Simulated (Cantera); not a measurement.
**Equilibrium for silicon carbide growth: CH3SiH3 + CH4 + H2**

A closed system holds: 1 mol CH3SiH3, a varied amount of CH4, 280 mol H2, held at 1125 K and 1330 Pa.

Method: chemical equilibrium by Gibbs-energy minimisation in Cantera with the NASA 1993 tables (ideal gas, pure condensed phases). Candidate condensed phases: C, C6H6, C7H8, C8H18, Si, SiC; 87 gas species. The feed counts by its element totals alone. Equilibrium is a limit: real reactors are often held back by kinetics, nucleation or transport.

| n(CH4) (mol) | log p H2 | log p CH4 | log p H | log p C2H2 (acetylene) | log p C2H4 | log p CH3 | n SiC(s) | n C(graphite) |
|---|---|---|---|---|---|---|---|---|
| 0.037 | -1.88 | -5.76 | -8.29 | -10.45 | -10.70 | -10.91 | 1.00 | 0 |
| 0.042 | -1.88 | -5.70 | -8.29 | -10.34 | -10.59 | -10.85 | 1.00 | 0 |
| 0.048 | -1.88 | -5.65 | -8.29 | -10.23 | -10.47 | -10.79 | 1.00 | 0 |
| 0.055 | -1.88 | -5.59 | -8.29 | -10.11 | -10.35 | -10.73 | 1.00 | 0 |
| 0.063 | -1.88 | -5.53 | -8.29 | -9.99 | -10.23 | -10.68 | 1.00 | 0 |
| 0.072 | -1.88 | -5.47 | -8.29 | -9.87 | -10.12 | -10.62 | 1.00 | 0 |
| 0.082 | -1.88 | -5.41 | -8.29 | -9.76 | -10.01 | -10.56 | 1.00 | 0 |
| 0.094 | -1.88 | -5.35 | -8.29 | -9.64 | -9.89 | -10.50 | 1.00 | 0 |
| 0.11 | -1.88 | -5.29 | -8.29 | -9.51 | -9.76 | -10.44 | 1.00 | 0.00116 |
| 0.12 | -1.88 | -5.29 | -8.29 | -9.51 | -9.76 | -10.44 | 1.00 | 0.0112 |
| 0.14 | -1.88 | -5.29 | -8.29 | -9.51 | -9.76 | -10.44 | 1.00 | 0.0311 |
| 0.16 | -1.88 | -5.29 | -8.29 | -9.51 | -9.76 | -10.44 | 1.00 | 0.0511 |
log p: log10 of the partial pressure in bar; n: condensed amount in mol.

From 0.037 mol CH4 to 0.094 mol CH4 the condensed part is SiC(s). From 0.11 mol CH4 to 0.16 mol CH4 the condensed part is C(graphite) + SiC(s).
